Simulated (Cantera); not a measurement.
## Silicon epitaxy and polysilicon growth: SiH4 + N2

Input: 1 mol SiH4, 21 mol N2, at 950 °C and 0.160 bar.

Cantera equilibrium calculation (NASA polynomials, part measured and part estimated; ideal gas, pure solids and liquids). Candidate condensed phases: Si, Si3N4; 18 gas species. N2 is the only nitrogen source here; it is nearly inert below about 1500 K, so the nitride shown seldom forms there in practice. Equilibrium is a limit: real reactors are often held back by kinetics, nucleation or transport.

| Property | Result |
|---|---|
| x(N2) | 0.910 |
| x(H2) | 0.0896 |
| n(Si3N4(s)) | 0.333 mol |
| gas amount | 22.33 mol |
| log10 activity of Si(s) (absent) | -4.27 |
